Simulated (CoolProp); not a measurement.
Model: reference Helmholtz-energy equation of state, Eisenbach 2021, in CoolProp.

**Question.** Give the vapour pressure (kPa), vapour density (kg/m³), liquid cp (kJ/(kg K)) of saturated propylene glycol at 358.3, 366.6, 374.9 K.

**Answer.** 
| T (K) | p (kPa) | vapour density (kg/m³) | liquid cp (kJ/(kg K)) |
|---|---|---|---|
| 358.3 | 1.32 | 0.0338 | 2.83 |
| 366.6 | 2.10 | 0.0525 | 2.87 |
| 374.9 | 3.25 | 0.0795 | 2.92 |
